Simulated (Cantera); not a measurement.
Input: 1 mol trisilylamine, 4.9 mol N2, at 1398 K and 1.00 bar.

Cantera equilibrium calculation (NASA polynomials, part measured and part estimated; ideal gas, pure solids and liquids). Candidate condensed phases: Si, Si3N4; 18 gas species. The feed counts by its element totals alone. Equilibrium is a limit: real reactors are often held back by kinetics, nucleation or transport.

Base state: H2 0.570, N2 0.430, NH3 2.43e-5 (mole fractions); condensed: Si3N4(s).

Q: What changes in the equilibrium state with this change: temperature from 1398 K to 1975 K?

A: 
| species | before | after |
|---|---|---|
| H2 | 0.570 | 0.569 |
| N2 | 0.430 | 0.430 |
| H | 3.57e-6 | 0.00103 |
| SiH2 | <1e-9 | 2.21e-5 |
| Si | <1e-9 | 1.36e-5 |
| NH3 | 2.43e-5 | 5.90e-6 |
| Si3N4(s), mol | 1.00 | 1.000 |
Gases not in the tables: Si2H6 and higher silanes.
